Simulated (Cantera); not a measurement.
A Cantera script and what it prints.

```python
import numpy as np
import cantera as ct

gas_names = """
    H H2 H2S Pb PbS Pb2 S SH S2 S8
""".split()
cond_names = """
    Pb(cr) Pb(L) PbS(s) PbS(L) S(cr1) S(cr2) S(L)
""".split()


# ... load() reads the species with a 1 bar reference pressure and builds the phases ...
atoms = {
    'Pb': {'Pb': 1},
    'H2S': {'H': 2, 'S': 1},
    'H2': {'H': 2},
}
top_T = {}  # K; cautious upper limits of use, not melting points


# ... equilibrate(T, P, feed) seeds the gas with the atoms and calls Mixture.equilibrate('TP', solver="vcs", rtol=1e-11, max_steps=5000) ...
results = []
feed = {'Pb': 1, 'H2S': 0.0011, 'H2': 140}  # mol
T = 1625  # K
P = 1333.22  # Pa
mix = equilibrate(T, P, feed)
results.append((T, P, feed, dict(zip(mix.species_names, mix.species_moles))))
x = sorted(zip(gas.X, gas.species_names), reverse=True)
print(f"T = {T:g} K  P = {P:g} Pa  gas = {mix.phase_moles(0):.4g} mol")
print("   x: " + "  ".join(f"{s} {v:.3e}" for v, s in x if v > 1e-06))
print("   condensed (mol): " + ("  ".join(f"{mix.phase(i).name} {mix.phase_moles(i):.4g}"
      for i in range(1, mix.n_phases) if mix.phase_moles(i) > 1e-12) or "none"))
```

Output:

```
T = 1625 K  P = 1333.22 Pa  gas = 141 mol
   x: H2 9.923e-01  Pb 7.088e-03  H 6.087e-04  H2S 5.271e-06  PbS 1.933e-06
   condensed (mol): none
```

Cantera equilibrium calculation (NASA polynomials, part measured and part estimated; ideal gas, pure solids and liquids).
